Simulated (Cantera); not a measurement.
A closed system holds: 1 mol Ti(OiPr)₄, a varied amount of H₂, 2.7 mol H₂O, equilibrated at 25000 Pa.

Method: chemical equilibrium by Gibbs-energy minimisation in Cantera with the NASA 1993 tables (ideal gas, pure condensed phases). Candidate condensed phases: C, C₆H₆, C₇H₈, C₈H₁₈, H₂O, Ti, TiC, TiO, TiO₂, Ti₂O₃, Ti₃O₅, Ti₄O₇; 113 gas species. The feed counts by its element totals alone. Mutual solubility and eutectic melting of coexisting phases are not modelled. TiC: taken at fixed stoichiometry. The numbers say what is thermodynamically allowed, not how fast it happens.

Stable condensed phases, one row left out:

```
T in K \ n(H₂) in mol
         1.3   2   3 4.6 6.9  11  16  24  37  56  84
   1923    A   A   A   A   A   A   A   A   A   A   A
   1848    A   A   A   A   A   A   A   A   A   A   A
   1773    A   A   A   A   A   A   A   A   A   A   A
   1698    A   A   A   A   A   A   A   A   A   A   A
   1623    A   A   A   A   A   A   A   A   A   A   A
   1548    A   A   A   A   A   A   A   A   A   A   A
   1398    B   B   B   B   A   A   A   A   A   A   A
   1323    C   C   C   C   C   C   C   C   C   C   A
```

A: C + TiC; B: C + TiC + Ti₃O₅; C: C + Ti₃O₅.

Task: Give the row for 1473 K.

Result: 1.3: C + TiC; 2: C + TiC; 3: C + TiC; 4.6: C + TiC; 6.9: C + TiC; 11: C + TiC; 16: C + TiC; 24: C + TiC; 37: C + TiC; 56: C + TiC; 84: C + TiC.
